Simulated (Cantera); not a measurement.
Carbothermic reduction: MgO + CO + H₂

Feed: 1 mol MgO, 13 mol CO, 4.1 mol H₂.

Equilibrium computed with Cantera from the NASA thermochemical tables; the gas is ideal and each condensed phase is pure. Candidate condensed phases: C, C₆H₆, C₇H₈, C₈H₁₈, H₂O, Mg, MgCO₃, MgO, Mg(OH)₂; 116 gas species. Equilibrium is a limit: real reactors are often held back by kinetics, nucleation or transport.

Map the stable condensed phases over T = 1025, 1100, 1175, 1250, 1325, 1400, 1475, 1550, 1625, 1700, 1775, 1850, 1925 K and P in Pa = 10, 42, 180, 750, 3200, 13000, 56000, 240000, 1000000.


```
T in K \ P in Pa
              10      42     180     750    3200   13000   56000  240000 1000000
   1925        A       A       B       B       B       B       B       B       B
   1850        A       B       B       B       B       B       B       B       C
   1775        B       B       B       B       B       B       B       B       C
   1700        B       B       B       B       B       B       B       C       C
   1625        B       B       B       B       B       B       B       C       C
   1550        B       B       B       B       B       B       C       C       C
   1475        B       B       B       B       B       B       C       C       C
   1400        B       B       B       B       B       C       C       C       C
   1325        B       B       B       B       C       C       C       C       C
   1250        B       B       B       B       C       C       C       C       C
   1175        B       B       B       C       C       C       C       C       C
   1100        B       B       C       C       C       C       C       C       C
   1025        B       C       C       C       C       C       C       C       C
```
A: gas only; B: MgO; C: C + MgO.
